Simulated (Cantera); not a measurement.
# Equilibrium for silicon oxide and oxynitride deposition: SiF4 + O2

Feed: 1 mol SiF4, 3.7 mol O2, equilibrated at 1.00 Torr.

These are equilibrium values from Cantera (NASA tables, ideal gas, pure condensed phases), not measurements of a reactor. Candidate condensed phases: Si, SiO2; 17 gas species. The tables' values for SiF3, SiO2, SiF2 are old estimates; treat these amounts as uncertain. The tables hold silica as quartz up to 1696 K and as liquid above; real silica turns to tridymite and cristobalite and melts near 1996 K. The numbers say what is thermodynamically allowed, not how fast it happens.

From 748 K to 1648 K nothing is condensed. At 1798 K the condensed part is SiO2(condensed). From 1948 K to 2098 K nothing is condensed. The main Si-bearing gas is SiF4 throughout.

```tsv
T (K)	x O2	x SiF4	x O	x F	x SiF3	x SiO	x SiO2	n SiO2(condensed)
748	0.787	0.213	<1e-12	<1e-12	<1e-12	<1e-12	<1e-12	0
898	0.787	0.213	1.21e-10	1.03e-11	<1e-12	<1e-12	<1e-12	0
1048	0.787	0.213	1.54e-8	1.51e-9	1.15e-11	<1e-12	<1e-12	0
1198	0.787	0.213	5.84e-7	6.36e-8	1.75e-9	<1e-12	<1e-12	0
1348	0.787	0.213	9.92e-6	1.18e-6	8.59e-8	<1e-12	7.56e-12	0
1498	0.787	0.213	9.59e-5	1.22e-5	1.92e-6	6.90e-11	1.50e-9	0
1648	0.787	0.213	0.000615	8.29e-5	2.41e-5	2.22e-8	1.13e-7	0
1798	0.784	0.212	0.00290	0.000414	0.000196	2.59e-6	3.91e-6	0.000226
1948	0.776	0.210	0.0107	0.00173	0.00106	0.000108	5.86e-5	0
2098	0.752	0.203	0.0326	0.00770	0.00337	0.000877	0.000196	0
```
x: gas mole fraction; n: condensed amount in mol.
